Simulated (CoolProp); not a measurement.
The fluoroketone C6F12O (FK-5-1-12) along the isobar 2590 kPa: Z from the reference equation and from simpler models built on Tc = 168.7 °C, pc = 1869 kPa, ω = 0.471; each cubic takes its own stable root.

Computed with CoolProp (reference Helmholtz-energy equation of state, McLinden 2015).

| T (°C) | phase | reference |
|---|---|---|
| -39.15 | liquid | 0.2351 |
| -28.05 | liquid | 0.2282 |
| -17.05 | liquid | 0.2221 |
| -6.05 | liquid | 0.2167 |
| 4.95 | liquid | 0.2119 |
| 16.05 | liquid | 0.2076 |
| 27.05 | liquid | 0.2039 |
| 38.05 | liquid | 0.2007 |
| 49.15 | liquid | 0.1980 |
| 60.15 | liquid | 0.1959 |
| 71.15 | liquid | 0.1942 |
| 82.25 | liquid | 0.1931 |
| 93.25 | liquid | 0.1926 |
| 104.25 | liquid | 0.1927 |
| 115.25 | liquid | 0.1937 |
| 126.35 | liquid | 0.1957 |

Question: How far does each simpler model (van der Waals, Redlich-Kwong, Soave-Redlich-Kwong, Peng-Robinson) lie from the reference over these 16 states: mean and median of the absolute difference, and the worst?

Answer: 
- van der Waals: mean 64.3 %, median 64.6 %, worst +69.1 % at -39.15 °C and 2590 kPa
- Redlich-Kwong: mean 16.4 %, median 15.8 %, worst +19.6 % at 126.35 °C and 2590 kPa
- Soave-Redlich-Kwong: mean 9.7 %, median 9.4 %, worst +12.6 % at 126.35 °C and 2590 kPa
- Peng-Robinson: mean 2.7 %, median 3.0 %, worst -3.6 % at 49.15 °C and 2590 kPa
